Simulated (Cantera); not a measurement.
Gas mixture: 100 % O2, at 6.60 Torr, frozen composition.

Cantera's kinetic-theory transport with the Lennard-Jones parameters of GRI-Mech 3.0, ideal gas; thermal conductivity in the multicomponent form.

D: mixture-averaged diffusion coefficient of that species in the mixture.

```json
[
 {"T (K)": "400", "ρ (kg/m³)": "0.00847", "cp (J/kg/K)": "941.4", "μ (µPa s)": "[?]", "λ (mW/m/K)": "33.9", "Pr": "0.712", "D (cm²/s) CH4": "43.4", "D (cm²/s) H2O": "46.0", "D (cm²/s) NH3": "44.4"},
 {"T (K)": "650", "ρ (kg/m³)": "0.00521", "cp (J/kg/K)": "1017", "μ (µPa s)": "[?]", "λ (mW/m/K)": "51.6", "Pr": "0.710", "D (cm²/s) CH4": "100", "D (cm²/s) H2O": "114", "D (cm²/s) NH3": "108"},
 {"T (K)": "900", "ρ (kg/m³)": "0.00376", "cp (J/kg/K)": "1074", "μ (µPa s)": "[?]", "λ (mW/m/K)": "67.7", "Pr": "0.709", "D (cm²/s) CH4": "174", "D (cm²/s) H2O": "203", "D (cm²/s) NH3": "192"},
 {"T (K)": "1150", "ρ (kg/m³)": "0.00294", "cp (J/kg/K)": "1109", "μ (µPa s)": "[?]", "λ (mW/m/K)": "82.1", "Pr": "0.709", "D (cm²/s) CH4": "262", "D (cm²/s) H2O": "311", "D (cm²/s) NH3": "292"},
 {"T (K)": "1400", "ρ (kg/m³)": "0.00242", "cp (J/kg/K)": "1134", "μ (µPa s)": "[?]", "λ (mW/m/K)": "95.6", "Pr": "0.708", "D (cm²/s) CH4": "364", "D (cm²/s) H2O": "435", "D (cm²/s) NH3": "408"},
 {"T (K)": "1650", "ρ (kg/m³)": "0.00205", "cp (J/kg/K)": "1155", "μ (µPa s)": "[?]", "λ (mW/m/K)": "108", "Pr": "0.708", "D (cm²/s) CH4": "478", "D (cm²/s) H2O": "576", "D (cm²/s) NH3": "539"}
]
```

Task: What belongs in the gaps?

Result: 
- 400, μ (µPa s): 25.6
- 650, μ (µPa s): 36.0
- 900, μ (µPa s): 44.7
- 1150, μ (µPa s): 52.5
- 1400, μ (µPa s): 59.7
- 1650, μ (µPa s): 66.4
